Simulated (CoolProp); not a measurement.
Properties of dimethyl carbonate along the isotherm 592.1 K.

Model: reference Helmholtz-energy equation of state, Zhou 2011, in CoolProp.

| p (MPa) | phase | cv (kJ/(kg K)) | speed of sound (m/s) |
|---|---|---|---|
| 0.0776 | gas | 1.755 | 238.9 |
| 0.125 | gas | 1.756 | 238.3 |
| 0.203 | gas | 1.756 | 237.3 |
| 0.327 | gas | 1.758 | 235.8 |
| 0.529 | gas | 1.759 | 233.3 |
| 0.854 | gas | 1.763 | 229.1 |
| 1.38 | gas | 1.768 | 222.1 |
| 2.23 | gas | 1.779 | 210.0 |
| 3.6 | gas | 1.803 | 188.0 |
| 5.82 | supercritical | 1.868 | 149.7 |
| 9.4 | supercritical | 1.883 | 212.9 |
| 15.2 | supercritical | 1.856 | 348.5 |
| 24.5 | supercritical | 1.851 | 478.3 |
